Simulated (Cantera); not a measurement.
Charge: 1 mol CS2, 1.7 mol H2O, equilibrated at 2802 °C and 100 Torr.

Method: chemical equilibrium by Gibbs-energy minimisation in Cantera with the NASA 1993 tables (ideal gas, pure condensed phases). Candidate condensed phases: C, C6H6, C7H8, C8H18, H2O, H2SO4, S; 123 gas species. Rates play no part.

Base state: H 0.229, CO 0.196, S 0.186, H2 0.179, SO 0.0797, S2 0.0468, SH 0.0305, H2O 0.0230 (mole fractions); condensed: gas only.

What changes in the equilibrium state with this change: H2O from 1.7 to 2.6 mol?


```
species    before    after
-------  --------  -------
H           0.229    0.246
H2          0.179    0.207
CO          0.196    0.152
S           0.186    0.122
H2O        0.0230   0.0549
SO2       0.00699   0.0197
S2         0.0468   0.0203
OH         0.0103   0.0230
O         0.00803   0.0166
SH         0.0305   0.0216
SO         0.0797    0.108
O2       0.000406  0.00173
COS       5.87e-5  3.00e-5
```
